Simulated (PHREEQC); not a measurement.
A made-up water analysis in mg/L, 20 °C, pH 2.54, pe 8.2:

```
constituent    mg/L
-----------  ------
Na             13.8
K               106
Ca             13.1
Mg             33.2
Cl             74.2
S(6) as SO4     510
Zn             1.68
N(5) as NO3    5.37
F            0.0829
```

Valence states are taken as typed.

All values are PHREEQC results (ion-association model, phreeqc.dat), not measurements.

| Quantity | Result |
|---|---|
| ionic strength | 0.0156 mol/kgw |
| specific conductance | 1870 µS/cm |
| total alkalinity | -3.94 meq/kg |
| charge-balance error | -10.5 % |

```tsv
species	molality	activity	log γ
SO4-2	0.00412	0.00254	-0.210
H+	0.00321	0.00288	-0.046
K+	0.00267	0.00235	-0.055
Cl-	0.00209	0.00185	-0.055
Mg+2	0.00103	0.000646	-0.203
HSO4-	0.000725	0.000640	-0.054
Na+	0.000593	0.000526	-0.053
MgSO4	0.000336	0.000337	0.002
Ca+2	0.000257	0.000159	-0.207
NO3-	8.67e-5	7.61e-5	-0.056
CaSO4	6.91e-5	6.93e-5	0.002
KSO4-	4.33e-5	3.84e-5	-0.052
Zn+2	1.88e-5	1.16e-5	-0.210
```

No solid was allowed to form.
